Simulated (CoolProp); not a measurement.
A simple Rankine cycle with dimethyl ether: condensing at 324.15 K, boiler at 3.03 MPa, turbine inlet 370.7 K, turbine efficiency 0.9, pump efficiency 0.6, no recuperator. Each further row changes one setting.

Computed with CoolProp (reference Helmholtz-energy equation of state, Wu 2011).

```json
[
 {"case": "as stated", "thermal efficiency (%)": "8.8", "net work (kJ/kg)": "33.3", "heat in (kJ/kg)": "380", "turbine exit temperature (K)": "324.2", "volume ratio over the turbine": "2.78"},
 {"case": "turbine inlet 390.7 K", "thermal efficiency (%)": "9.2", "net work (kJ/kg)": "39.7", "heat in (kJ/kg)": "(withheld)", "turbine exit temperature (K)": "342.8", "volume ratio over the turbine": "(withheld)"},
 {"case": "condensing temperature 316.15 K", "thermal efficiency (%)": "10.2", "net work (kJ/kg)": "41.0", "heat in (kJ/kg)": "401", "turbine exit temperature (K)": "316.1", "volume ratio over the turbine": "(withheld)"},
 {"case": "boiler pressure 2.12 MPa", "thermal efficiency (%)": "(withheld)", "net work (kJ/kg)": "25.4", "heat in (kJ/kg)": "418", "turbine exit temperature (K)": "342.2", "volume ratio over the turbine": "1.81"},
 {"case": "turbine efficiency 0.8", "thermal efficiency (%)": "(withheld)", "net work (kJ/kg)": "29.1", "heat in (kJ/kg)": "380", "turbine exit temperature (K)": "324.2", "volume ratio over the turbine": "(withheld)"}
]
```

### Question
Some entries are withheld; supply them.

### Answer

- turbine inlet 390.7 K, heat in (kJ/kg): 433
- turbine inlet 390.7 K, volume ratio over the turbine: 2.64
- condensing temperature 316.15 K, volume ratio over the turbine: 3.39
- boiler pressure 2.12 MPa, thermal efficiency (%): 6.1
- turbine efficiency 0.8, thermal efficiency (%): 7.6
- turbine efficiency 0.8, volume ratio over the turbine: 2.81

The expansion ends wet for: as stated; condensing temperature 316.15 K; turbine efficiency 0.8.
